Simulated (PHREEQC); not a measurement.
Consider water at 20 °C with 0.023 mol HF, 0.14 mol FeCl3 and 9.2e-05 mol CuCl2 per kg of water. Closed to the air; pH follows from the charge balance.

All values are PHREEQC results (ion-association model, wateq4f.dat), not measurements.

No solid was allowed to form.

**Question.** Order these Cu species by the share of Cu that they hold, largest first: CuCl2, CuCl+, Cu+2.

**Answer.** Cu+2 (85 %), CuCl+ (14 %), CuCl2 (0.85 %)

**Question.** Order these Cl species by the share of Cl that they hold, largest first: FeCl2+, FeCl+2, Cl-, FeCl3.

**Answer.** Cl- (75 %), FeCl+2 (15 %), FeCl2+ (9.5 %), FeCl3 (0.19 %)

The pH is 1.66 and the ionic strength 0.500 mol/kgw. The solution is supersaturated, for example in Hematite (slow to form), Goethite (slow to form), so a real one may precipitate; this is no full list. Fluoro complexes past AlF4- and FeF3 are missing from the database.
